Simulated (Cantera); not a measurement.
A Cantera script and what it prints.

```python
import numpy as np
import cantera as ct

gas_names = """
    AL ALH ALO ALOH ALO2 ALO2H AL2 AL2O AL2O2 H HALO HO2 H2 H2O H2O2 O OH O2 O3
""".split()
cond_names = """
    AL(cr) AL(L) AL2O3(a) AL2O3(L) H2O(s) H2O(L)
""".split()


# ... load() reads the species with a 1 bar reference pressure and builds the phases ...
atoms = {
    'Al2O3': {'AL': 2, 'O': 3},
    'H2': {'H': 2},
    'H2O': {'H': 2, 'O': 1},
}
top_T = {}  # K; cautious upper limits of use, not melting points


# ... equilibrate(T, P, feed) seeds the gas with the atoms and calls Mixture.equilibrate('TP', solver="vcs", rtol=1e-11, max_steps=5000) ...
results = []
feed = {'Al2O3': 1, 'H2': 0.41, 'H2O': 0.56}  # mol
T = 1350  # K
P = 34  # Pa
mix = equilibrate(T, P, feed)
results.append((T, P, feed, dict(zip(mix.species_names, mix.species_moles))))
print(gas.report(threshold=1e-06))
for i in range(1, mix.n_phases):
    print(f"{mix.phase(i).name:16s} {mix.phase_moles(i):12.5e} mol")
```

Result:

```
       temperature   1350 K
          pressure   34 Pa
           density   3.4083e-05 kg/m^3
  mean mol. weight   11.252 kg/kmol
   phase of matter   gas

                          1 kg             1 kmol
                     ---------------   ---------------
          enthalpy       -9.1043e+06       -1.0244e+08  J
   internal energy       -1.0102e+07       -1.1367e+08  J
           entropy             25609        2.8815e+05  J/K
    Gibbs function       -4.3676e+07       -4.9145e+08  J
 heat capacity c_p              3538             39810  J/K
 heat capacity c_v            2799.1             31495  J/K

                      mass frac. Y      mole frac. X     chem. pot. / RT
                     ---------------   ---------------   ---------------
                 H        7.5271e-06        8.4023e-05           -13.575
                H2           0.07572           0.42262           -27.149
               H2O           0.92427           0.57729           -55.965
                OH        2.8169e-06        1.8637e-06           -42.391
     [  +15 minor]        1.1975e-09        5.8522e-10

AL(L)             0.00000e+00 mol
AL2O3(a)          1.00000e+00 mol
```

Method: chemical equilibrium by Gibbs-energy minimisation in Cantera with the NASA 1993 tables (ideal gas, pure condensed phases).
